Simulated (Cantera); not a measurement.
# Catalytic combustion on Pt

An isothermal plug-flow reactor at 725 K and 173 Torr (inlet), inlet velocity 0.92 m/s, active area per volume 2000 1/m; feed 3.31 % CO, 5.95 % O2, 87.1 % N2, 3.64 % H2O, equivalence ratio 0.28.

Computed with Cantera and Deutschmann's 1995 Pt surface mechanism with GRI-Mech 3.0 gas chemistry. Catalytic surfaces can have several steady states; this one follows from the mechanism file's or the stated starting coverage. Mass transfer to the wall is taken as infinitely fast.

```tsv
z (m)	x CO	x O2	x H2O	x CO2	θ free Pt	θ O*	θ OH*	θ CO*
0.00031	0.0285	0.0573	0.0365	0.00470	0.0853	0.00421	0.000287	0.910
0.00052	0.0249	0.0556	0.0365	0.00829	0.0914	0.00472	0.000315	0.904
0.00087	0.0178	0.0522	0.0367	0.0156	0.110	0.00651	0.000406	0.884
0.0015	0.00139	0.0444	0.0370	0.0322	0.0450	0.951	0.00316	0.000472
0.0024	0.000540	0.0440	0.0370	0.0331	0.0364	0.961	0.00285	0.000118
0.004	0.000144	0.0438	0.0370	0.0335	0.0338	0.963	0.00276	2.74e-5
0.0067	1.86e-5	0.0437	0.0370	0.0336	0.0332	0.964	0.00273	3.38e-6
0.011	7.50e-7	0.0437	0.0370	0.0336	0.0331	0.964	0.00273	1.36e-7
0.019	1.93e-9	0.0437	0.0370	0.0336	0.0331	0.964	0.00273	3.50e-10
0.031	<1e-12	0.0437	0.0370	0.0336	0.0331	0.964	0.00273	<1e-12
```
x: gas mole fraction; θ: surface coverage.
